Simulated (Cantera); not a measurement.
Input: 1 mol FeS2, 0.34 mol H2S, 10 mol N2, equilibrated at 1025 K and 0.380 bar.

Cantera equilibrium calculation (NASA polynomials, part measured and part estimated; ideal gas, pure solids and liquids). Candidate condensed phases: Fe, FeS, FeS2, S; 16 gas species. FeS: taken at fixed stoichiometry. Gases not in the tables: S3 to S7. Kinetics and transport are ignored.

Base state: N2 0.922, S2 0.0471, H2S 0.0292, H2 0.00209, SH 1.01e-5 (mole fractions); condensed: FeS(s).

Problem. What changes in the equilibrium state with this change: FeS2 replaced by MgO?

Solution. 
```csv
species,before,after
N2,0.922,0.964
H2S,0.0292,0.0249
H2,0.00209,0.00670
S2,0.0471,0.00335
H2O,0,0.00115
SH,1.01e-5,4.83e-6
"FeS(s), mol",1.00,0
"MgO(s), mol",0,0.988
"MgS(s), mol",0,0.0119
```
Mutual solubility and eutectic melting of coexisting phases are not modelled. Further candidate phases: H2O, H2SO4, Mg, MgO, Mg(OH)2, MgS, MgSO4.
